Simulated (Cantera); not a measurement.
## C₂H₆ + O₂ + H₂ (carbon deposition, reforming and gasification)

Input: 1 mol C₂H₆, 0.18 mol O₂, 27 mol H₂, equilibrated at 750 Torr.

These are equilibrium values from Cantera (NASA tables, ideal gas, pure condensed phases), not measurements of a reactor. Candidate condensed phases: C, C₆H₆, C₇H₈, C₈H₁₈, H₂O; 110 gas species. Kinetics and transport are ignored.

At 1023 K nothing is condensed. From 1123 K to 2323 K the condensed part is C(graphite). The main C-bearing gas is CH₄ at 1023 K and CO at 2323 K. The share of C in condensed phases is highest at 1823 K (80.3 %) and lowest at 1023 K (0.0 %).

| T (K) | x H₂ | x CH₄ | x CO | x H | x C₂H₂ (acetylene) | n C(graphite) |
|---|---|---|---|---|---|---|
| 1023 | 0.927 | 0.0601 | 0.00985 | 3.99e-9 | 1.69e-9 | 0 |
| 1123 | 0.961 | 0.0271 | 0.0114 | 4.17e-8 | 2.11e-8 | 0.861 |
| 1223 | 0.975 | 0.0127 | 0.0118 | 2.97e-7 | 1.53e-7 | 1.27 |
| 1323 | 0.982 | 0.00655 | 0.0118 | 1.57e-6 | 8.10e-7 | 1.44 |
| 1423 | 0.984 | 0.00369 | 0.0119 | 6.59e-6 | 3.38e-6 | 1.53 |
| 1523 | 0.986 | 0.00224 | 0.0119 | 2.29e-5 | 1.16e-5 | 1.57 |
| 1623 | 0.987 | 0.00144 | 0.0119 | 6.87e-5 | 3.44e-5 | 1.59 |
| 1723 | 0.987 | 0.000980 | 0.0119 | 0.000181 | 8.93e-5 | 1.60 |
| 1823 | 0.987 | 0.000695 | 0.0119 | 0.000430 | 0.000209 | 1.61 |
| 1923 | 0.986 | 0.000511 | 0.0119 | 0.000936 | 0.000445 | 1.60 |
| 2023 | 0.985 | 0.000388 | 0.0118 | 0.00188 | 0.000880 | 1.57 |
| 2123 | 0.983 | 0.000302 | 0.0118 | 0.00356 | 0.00163 | 1.53 |
| 2223 | 0.979 | 0.000240 | 0.0118 | 0.00634 | 0.00284 | 1.46 |
| 2323 | 0.972 | 0.000194 | 0.0118 | 0.0107 | 0.00471 | 1.34 |
x: gas mole fraction; n: condensed amount in mol.
